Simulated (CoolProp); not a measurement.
Model: reference Helmholtz-energy equation of state, Lemmon 2006, in CoolProp. It is a short technical equation, of lower accuracy than the large ones.

For toluene, give the phase and the conductivity (mW/(m K)), Prandtl number at 512 K and 14.7 bar; 512 K and 147 bar; 512 K and 206 bar.


- 512 K and 14.7 bar: liquid; conductivity 81.7, Prandtl number 3.41
- 512 K and 147 bar: liquid; conductivity 91.3, Prandtl number 3.56
- 512 K and 206 bar: liquid; conductivity 94.7, Prandtl number 3.63

Viscosity comes from a separate model (Avgeri 2015). Thermal conductivity comes from a separate model (Assael 2012).
